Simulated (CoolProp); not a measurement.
Computed with CoolProp (reference Helmholtz-energy equation of state, Thol 2019).

Q: Give the vapour pressure (bar), vapour density (kg/m³), enthalpy of vaporisation (kJ/kg) of saturated decamethylcyclopentasiloxane (D5) at 354, 400.6, 428.6 K.

A: 
```tsv
T (K)	p (bar)	vapour density (kg/m³)	enthalpy of vaporisation (kJ/kg)
354	0.00941	0.119	154
400.6	0.0815	0.920	138
428.6	0.220	2.36	129
```
